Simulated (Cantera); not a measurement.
## N2O furnace oxynitridation

An isothermal, constant-pressure homogeneous reactor starts with N2O : H2O = 1 : 0.19 (molar parts), at 1150 K and 14.3 Torr.

Cantera simulation using GRI-Mech 3.0 (53 species, 325 reactions); the numbers are that mechanism's predictions, not measurements. GRI-Mech 3.0 was tuned for natural gas; its chemistry of N2O as a main component is partial and can be far from experiment. Radical loss at walls, strong at low pressure, is not modelled. The mechanism lacks the step 2 NO + O2 → 2 NO2, which can matter for NO2 below about 1400 K. The temperature is held fixed by assumption; the heat of reaction is taken as removed at once.

| t (s) | x N2O | x H2O | x NO | x O2 | x NO2 | x H | x H2 |
|---|---|---|---|---|---|---|---|
| 2.00e-6 | 0.840 | 0.160 | 2.54e-12 | 1.36e-11 | <1e-12 | <1e-12 | <1e-12 |
| 1.29e-5 | 0.840 | 0.160 | 1.05e-10 | 5.62e-10 | <1e-12 | <1e-12 | <1e-12 |
| 8.32e-5 | 0.840 | 0.160 | 4.10e-9 | 2.19e-8 | <1e-12 | <1e-12 | <1e-12 |
| 0.000537 | 0.840 | 0.160 | 1.21e-7 | 6.44e-7 | <1e-12 | 2.25e-11 | 1.44e-12 |
| 0.00346 | 0.840 | 0.160 | 1.49e-6 | 8.00e-6 | 8.52e-11 | 4.46e-10 | 3.89e-10 |
| 0.0223 | 0.840 | 0.160 | 1.05e-5 | 5.90e-5 | 1.29e-7 | 2.44e-9 | 1.94e-8 |
| 0.144 | 0.839 | 0.160 | 5.94e-5 | 0.000429 | 1.07e-5 | 3.31e-9 | 1.87e-7 |
| 0.930 | 0.832 | 0.159 | 0.000313 | 0.00281 | 0.000133 | 3.12e-9 | 2.34e-7 |
| 6.00 | 0.786 | 0.157 | 0.00210 | 0.0176 | 0.000500 | 2.30e-9 | 1.05e-7 |
x: mole fraction; the columns are a selection and need not sum to one.

Equilibrium at this temperature and pressure: N2O 1.17e-9, H2O 0.112, NO 0.000136, O2 0.296, NO2 4.81e-7, H 4.39e-11, H2 6.49e-9 (gas phase only).
